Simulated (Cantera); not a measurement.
Input: 1 mol Fe2O3, 1.6 mol CH4, 0.58 mol CO, at 0.0100 bar.

These are equilibrium values from Cantera (NASA tables, ideal gas, pure condensed phases), not measurements of a reactor. Candidate condensed phases: C, C6H6, C7H8, C8H18, Fe, Fe(CO)5, FeO, Fe(OH)2, Fe(OH)3, Fe2O3, Fe3O4, H2O; 114 gas species. Each liquid is taken as pure. Mutual solubility and eutectic melting of coexisting phases are not modelled. The tables' stoichiometric FeO is somewhat more stable than real wüstite, so its field is too wide. FeO: taken at fixed stoichiometry. The numbers say what is thermodynamically allowed, not how fast it happens.

Which condensed phases are stable at each of these points (T (°C)): 1402, 1452, 1502, 1552, 1602, 1652, 1702?


| T (°C) | condensed phases | Fe condensed (%) |
|---|---|---|
| 1402 | Fe(δ) + FeO(l) | 99.9 |
| 1452 | Fe(δ) + FeO(l) | 99.7 |
| 1502 | Fe(δ) + FeO(l) | 99.4 |
| 1552 | Fe(l) + FeO(l) | 98.9 |
| 1602 | Fe(l) + FeO(l) | 97.8 |
| 1652 | Fe(l) + FeO(l) | 95.8 |
| 1702 | Fe(l) + FeO(l) | 92.3 |

From 1402 °C to 1502 °C the condensed part is Fe(δ) + FeO(l). From 1552 °C to 1702 °C the condensed part is Fe(l) + FeO(l).
